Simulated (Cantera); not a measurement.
Charge: 1 mol Fe, 27 mol CO2, 1.2 mol CO, 0.008 mol H2S, equilibrated at 627 °C.

Cantera equilibrium calculation (NASA polynomials, part measured and part estimated; ideal gas, pure solids and liquids). Candidate condensed phases: C, C6H6, C7H8, C8H18, Fe, Fe(CO)5, FeO, Fe(OH)2, Fe(OH)3, FeS, FeSO4, FeS2, Fe2O3, Fe2(SO4)3, Fe3O4, H2O, H2SO4, S; 127 gas species. The tables' stoichiometric FeO is somewhat more stable than real wüstite, so its field is too wide. FeO, FeS: taken at fixed stoichiometry. Kinetics and transport are ignored.

### Question
At 975 Torr, list the 5 most abundant gas species with their mole fractions, and the condensed phases.

### Answer
CO2 0.922, CO 0.0779, H2O 0.000237, H2 4.61e-5, COS 4.35e-5. Condensed: FeO(s) + FeS(s).
